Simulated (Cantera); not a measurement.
**Stirred combustor or abatement burner**

A perfectly stirred reactor is fed with 3.26 % CH4, 1.37 % C2H6, 20.0 % O2, 75.3 % N2, equivalence ratio 0.57, at 1.60 bar; it is adiabatic with a 325 K inlet, and is followed from long to short residence time, starting on the burning branch (τ in s: 0.052, 0.024, 0.011, 0.0053, 0.0025, 0.0012, 0.00054, 0.00025, 0.00012, 5.5e-05, 2.6e-05, 1.2e-05, 5.6e-06).

Model: GRI-Mech 3.0 (53 species, 325 reactions), integrated in Cantera.

| τ (s) | T (K) | x CH4 | x C2H6 | x O2 | x C2H | x CH2CO | x HCN | x HCO |
|---|---|---|---|---|---|---|---|---|
| 0.052 | 1629 | 1.32e-5 | 1.44e-6 | 0.0865 | 5.06e-10 | 2.51e-6 | 2.80e-9 | 1.77e-8 |
| 0.024 | 1625 | 2.18e-5 | 2.41e-6 | 0.0866 | 7.59e-10 | 3.99e-6 | 3.62e-9 | 3.96e-8 |
| 0.011 | 1619 | 3.65e-5 | 4.04e-6 | 0.0868 | 1.07e-9 | 6.13e-6 | 4.70e-9 | 8.98e-8 |
| 0.0053 | 1609 | 6.02e-5 | 6.61e-6 | 0.0872 | 1.38e-9 | 8.87e-6 | 6.35e-9 | 1.93e-7 |
| 0.0025 | 1593 | 0.000104 | 1.13e-5 | 0.0879 | 1.63e-9 | 1.26e-5 | 9.57e-9 | 4.25e-7 |
| 0.0012 | 1566 | 0.000189 | 2.01e-5 | 0.0893 | 1.73e-9 | 1.78e-5 | 1.56e-8 | 9.14e-7 |
| 0.00054 | 1510 | 0.000455 | 4.70e-5 | 0.0930 | 1.59e-9 | 3.01e-5 | 2.76e-8 | 2.10e-6 |
| 0.00025 | 325 | 0.0326 | 0.0137 | 0.200 | <1e-12 | <1e-12 | <1e-12 | <1e-12 |
| 0.00012 | 325 | 0.0326 | 0.0137 | 0.200 | <1e-12 | <1e-12 | <1e-12 | <1e-12 |
| 5.5e-5 | 325 | 0.0326 | 0.0137 | 0.200 | <1e-12 | <1e-12 | <1e-12 | <1e-12 |
| 2.6e-5 | 325 | 0.0326 | 0.0137 | 0.200 | <1e-12 | <1e-12 | <1e-12 | <1e-12 |
| 1.2e-5 | 325 | 0.0326 | 0.0137 | 0.200 | <1e-12 | <1e-12 | <1e-12 | <1e-12 |
| 5.6e-6 | 325 | 0.0326 | 0.0137 | 0.200 | <1e-12 | <1e-12 | <1e-12 | <1e-12 |
x: mole fraction; the columns are a selection and need not sum to one.
